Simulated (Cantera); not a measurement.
A perfectly stirred reactor is fed with 20.6 % H2, 79.4 % O2, equivalence ratio 0.13, at 10.00 Torr; it is held at 1400 K, and followed from long to short residence time.

Detailed kinetics in Cantera: GRI-Mech 3.0 (53 species, 325 reactions). Radical loss at walls, strong at low pressure, is not modelled. The temperature is held fixed by assumption; the heat of reaction is taken as removed at once.

Task: Predict: x(H2) at τ = 0.660 s; x(O2) at τ = 0.660 s; x(OH) at τ = 0.660 s; x(H2O2) at τ = 0.660 s; x(HO2) at τ = 0.660 s; x(H2) at τ = 29.0 ms; x(O2) at τ = 29.0 ms; x(OH) at τ = 29.0 ms; x(H2O2) at τ = 29.0 ms; x(HO2) at τ = 29.0 ms.

Result: 
| Quantity | Value |
|---|---|
| x(H2) at τ = 0.660 s | 0.00108 |
| x(O2) at τ = 0.660 s | 0.761 |
| x(OH) at τ = 0.660 s | 0.00582 |
| x(H2O2) at τ = 0.660 s | 1.33e-7 |
| x(HO2) at τ = 0.660 s | 3.32e-6 |
| x(H2) at τ = 29.0 ms | 0.00646 |
| x(O2) at τ = 29.0 ms | 0.719 |
| x(OH) at τ = 29.0 ms | 0.0139 |
| x(H2O2) at τ = 29.0 ms | 2.32e-7 |
| x(HO2) at τ = 29.0 ms | 5.83e-6 |
